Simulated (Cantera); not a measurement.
Standard-state values (1 bar) from the NASA 1993 polynomials, evaluated with Cantera. Values are per mole of reaction as written; species without (g) are pure solids or liquids, kept so even where they would boil at 1 bar.

Cl(g) + Na(g) ⇌ NaCl(g)

```tsv
T (K)	ΔH° (kJ)	ΔS° (J/K)	ΔG° (kJ)	log10 K
300	-410.0	-89.2	-383.3	66.73
725	…	…	…	…
750	-412.9	-95.1	-341.6	23.79
775	-413.0	-95.3	-339.2	22.86
800	-413.2	-95.4	-336.8	21.99
825	…	…	…	…
850	…	…	…	…
```

**Question.** What belongs in the gaps?

**Answer.** 
- 725, ΔH° (kJ): -412.7
- 725, ΔS° (J/K): -94.9
- 725, ΔG° (kJ): -344.0
- 725, log10 K: 24.78
- 825, ΔH° (kJ): -413.3
- 825, ΔS° (J/K): -95.6
- 825, ΔG° (kJ): -334.4
- 825, log10 K: 21.18
- 850, ΔH° (kJ): -413.5
- 850, ΔS° (J/K): -95.8
- 850, ΔG° (kJ): -332.1
- 850, log10 K: 20.41
